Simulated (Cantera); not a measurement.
SiH2Cl2 + O2 + N2 + H2O (silicon oxide and oxynitride deposition)

A closed system holds: 1 mol SiH2Cl2, 0.11 mol O2, 5.4 mol N2, 27 mol H2O, at 0.0120 bar.

Equilibrium computed with Cantera from the NASA thermochemical tables; the gas is ideal and each condensed phase is pure. Candidate condensed phases: H2O, NH4Cl, Si, SiO2, Si2N2O, Si3N4; 47 gas species. The tables hold silica as quartz up to 1696 K and as liquid above; real silica turns to tridymite and cristobalite and melts near 1996 K. Kinetics and transport are ignored.

```tsv
T (K)	log p H2O	log p N2	log p HCl	log p H2	log p H	n SiO2(α-quartz)	n SiO2(β-quartz)	n SiO2(condensed)
673	-2.06	-2.72	-3.16	-3.21	<-13	1.00	0	0
773	-2.06	-2.72	-3.16	-3.21	-13.65	1.00	0	0
873	-2.06	-2.72	-3.16	-3.21	-11.93	0	1.00	0
973	-2.06	-2.72	-3.16	-3.21	-10.57	0	1.00	0
1073	-2.06	-2.72	-3.16	-3.21	-9.46	0	1.00	0
1173	-2.06	-2.72	-3.16	-3.21	-8.53	0	1.00	0
1273	-2.06	-2.72	-3.16	-3.21	-7.75	0	1.00	0
1373	-2.06	-2.72	-3.16	-3.21	-7.08	0	1.00	0
1473	-2.06	-2.72	-3.16	-3.21	-6.50	0	1.00	0
1573	-2.06	-2.73	-3.16	-3.21	-5.99	0	1.000	0
1673	-2.06	-2.73	-3.16	-3.21	-5.55	0	1.000	0
1773	-2.06	-2.73	-3.16	-3.20	-5.15	0	0	1.000
```
log p: log10 of the partial pressure in bar; n: condensed amount in mol.

From 673 K to 773 K the condensed part is SiO2(α-quartz). From 873 K to 1673 K the condensed part is SiO2(β-quartz). At 1773 K the condensed part is SiO2(condensed).
